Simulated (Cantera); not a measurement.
Source: NASA polynomial tables (part measured, part estimated), evaluated in Cantera. Values are per mole of reaction as written; species without (g) are pure solids or liquids, kept so even where they would boil at 1 bar.

Q: Between 748 and 1798 K, where is each reaction favourable under standard conditions?
- C + 2 PbS(g) → CS2(g) + 2 Pb(g)

A: 
- C + 2 PbS(g) → CS2(g) + 2 Pb(g): ΔG° is 182 kJ at 748 K and 89 kJ at 1798 K; it stays positive (K < 1). ΔH° is 252 kJ and ΔS° 91 J/K at 1798 K.
